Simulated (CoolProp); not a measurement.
A single-stage vapour-compression cycle with the fluid: evaporating at 311.15 K (dew point), condensing at 331.15 K (bubble point), superheat 10 K, subcooling 2 K, compressor efficiency 0.9, no pressure losses. The same conditions are run with several fluids, on thermodynamics alone (safety and materials aside).

Values from CoolProp's reference Helmholtz-energy equation of state of each fluid (R123: Younglove 1994; R407C: Lemmon 2003; CH2F2 (R32): Tillner-Roth 1997; R507A: Lemmon 2003; R236FA: Pan 2012; chlorine: Thol 2021). Blends and air are pseudo-pure fits.

### Question
Rank R123, R407C, CH2F2 (R32), R507A, R236FA, chlorine by cooling COP, highest first.

### Answer
R123 (13.2), R236FA (12.7), chlorine (12.5), CH2F2 (R32) (10.9), R507A (10.3), R407C (9.15)

```csv
fluid,pressure ratio,discharge temperature (K),refrigerating effect (kJ/kg),volumetric capacity (kJ/m³)
R123,1.87,340.3,154,1340
R407C,1.81,352.6,149,8830
CH2F2 (R32),1.59,355.6,220,13700
R507A,1.59,344.4,101,9170
R236FA,1.76,337.5,124,3240
chlorine,1.59,363.9,225,7360
```
